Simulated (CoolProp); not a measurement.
Saturated liquid density (kg/m³) of acetone: the reference equation beside estimates from Tc = 508.1 K, pc = 4.692 MPa, ω = 0.307. Rackett uses Z = 0.29056 − 0.08775 ω.

Model: reference Helmholtz-energy equation of state, Lemmon 2006, in CoolProp. It is a short technical equation, of lower accuracy than the large ones.

```csv
T (K),reference,Rackett,van der Waals,Redlich-Kwong,Soave-Redlich-Kwong,Peng-Robinson
393,666.2,585.5,342.8,488.3,516.4,585.8
401.5,653.7,574.5,336.4,476.8,505.0,573.0
410,640.6,563.1,329.7,464.8,492.8,559.4
418.5,627.0,551.2,322.7,452.1,480.0,544.8
427,612.6,538.8,315.3,438.8,466.3,529.3
435.5,597.5,525.7,307.5,424.8,451.7,512.6
444,581.4,511.9,299.2,410.0,436.0,494.7
452.5,564.2,497.0,290.4,394.1,419.1,475.1
461,545.6,481.0,280.8,377.0,400.6,453.7
469.6,524.8,463.2,270.2,358.2,380.0,429.7
478.1,501.7,443.3,258.5,337.6,357.2,402.9
486.6,474.9,420.0,245.0,314.0,330.9,371.8
495.1,441.4,390.7,228.5,285.7,298.8,333.9
```

Absolute difference from the reference over all 13 rows, mean and median: Rackett 11.9 and 12.0 %, van der Waals 48.5 and 48.5 %, Redlich-Kwong 30.0 and 29.5 %, Soave-Redlich-Kwong 25.9 and 25.0 %, Peng-Robinson 16.1 and 14.9 %.
